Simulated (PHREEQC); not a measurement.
A solution holds 69 mmol/kgw CdCl2 and 81 mmol/kgw LiCl, at 30 °C. Closed to the air; pH follows from the charge balance.

All values are PHREEQC results (ion-association model, wateq4f.dat), not measurements.

No solid was allowed to form.

Problem. Predict the pH, ionic strength.

Solution. pH 5.46; ionic strength 0.154 mol/kgw.

Problem. In which forms is Cl present?

Solution. Cl- 65 %, CdCl+ 20 %, CdCl2 13 %, CdCl3- 1.9 % of the Cl.
